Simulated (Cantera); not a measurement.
# Equilibrium for carbothermic reduction: Fe2O3 + CO + N2 + CH4

Feed: 1 mol Fe2O3, 5.2 mol CO, 19 mol N2, 2.1 mol CH4, held at 1.20 bar.

Method: chemical equilibrium by Gibbs-energy minimisation in Cantera with the NASA 1993 tables (ideal gas, pure condensed phases). Candidate condensed phases: C, C6H6, C7H8, C8H18, Fe, Fe(CO)5, FeO, Fe(OH)2, Fe(OH)3, Fe2O3, Fe3O4, H2O; 140 gas species. Rates play no part.

```json
[
 {"T (K)": "1825", "x N2": "0.623", "x CO": "0.230", "x H2": "0.118", "x H2O": "0.0197", "x CO2": "0.00979", "n Fe(l)": "2.00"},
 {"T (K)": "1875", "x N2": "0.623", "x CO": "0.230", "x H2": "0.118", "x H2O": "0.0200", "x CO2": "0.00950", "n Fe(l)": "2.00"},
 {"T (K)": "1925", "x N2": "0.623", "x CO": "0.230", "x H2": "0.117", "x H2O": "0.0203", "x CO2": "0.00923", "n Fe(l)": "2.00"},
 {"T (K)": "1975", "x N2": "0.623", "x CO": "0.230", "x H2": "0.117", "x H2O": "0.0205", "x CO2": "0.00899", "n Fe(l)": "1.99"},
 {"T (K)": "2025", "x N2": "0.623", "x CO": "0.230", "x H2": "0.117", "x H2O": "0.0207", "x CO2": "0.00876", "n Fe(l)": "1.99"},
 {"T (K)": "2075", "x N2": "0.622", "x CO": "0.231", "x H2": "0.116", "x H2O": "0.0209", "x CO2": "0.00854", "n Fe(l)": "1.98"},
 {"T (K)": "2125", "x N2": "0.622", "x CO": "0.231", "x H2": "0.116", "x H2O": "0.0211", "x CO2": "0.00834", "n Fe(l)": "1.97"}
]
```
x: gas mole fraction; n: condensed amount in mol.

From 1825 K to 2125 K the condensed part is Fe(l). The main Fe-bearing gas is Fe throughout.
